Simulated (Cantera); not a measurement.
A closed system holds: 1 mol CO, 1.5 mol H2, equilibrated at 650 °C and 0.218 Torr.

Cantera equilibrium calculation (NASA polynomials, part measured and part estimated; ideal gas, pure solids and liquids). Candidate condensed phases: C, C6H6, C7H8, C8H18, H2O; 110 gas species. Equilibrium is a limit: real reactors are often held back by kinetics, nucleation or transport.

Base state: H2 0.600, CO 0.400, CO2 0.000146, H2O 0.000107, CH4 2.43e-5 (mole fractions); condensed: C(graphite).

What changes in the equilibrium state with this change: temperature from 650 °C to 2027 °C?


| species | before | after |
|---|---|---|
| H2 | 0.600 | 0.336 |
| CO | 0.400 | 0.334 |
| H | 1.11e-8 | 0.330 |
| CH4 | 2.43e-5 | <1e-9 |
| CO2 | 0.000146 | 3.82e-8 |
| H2O | 0.000107 | 2.15e-7 |
| C(graphite), mol | 0.000573 | 0 |
